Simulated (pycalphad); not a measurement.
# Effect of B content in Hf-B

Source of the numbers: pycalphad with the COST 507 light-alloy database (1999); pressure 1 atm. These are 1990s assessments: newer ones move some temperatures and phases. Phase fractions are per mole of atoms. Kinetics are ignored, which matters at the lower temperatures.

| alloy | liquidus (K) | first solid | solidus (K) | phases at 600 K |
|---|---|---|---|---|
| Hf-13.85B (at.%) | ___ | ___ | 2154 | ___ |
| Hf-20.78B (at.%) | 2340 | BM | 2154 | HCP_A3 0.58, BM 0.42 |
| Hf-27.7B (at.%) | 2611 | B2M | 2154 | BM 0.55, HCP_A3 0.45 |
| Hf-41.55B (at.%) | 3152 | B2M | 2154 | BM 0.83, HCP_A3 0.17 |

Q: Some entries are withheld; supply them.

A: 
- Hf-13.85B (at.%), liquidus (K): 2193
- Hf-13.85B (at.%), first solid: BCC_A2
- Hf-13.85B (at.%), phases at 600 K: HCP_A3 0.72, BM 0.28

Database names, with the compositions (at.%) that they take in these runs: BM: Hf 50 B 50; B2M: B 67 Hf 33. BCC_A2 is bcc; HCP_A3 is hcp.
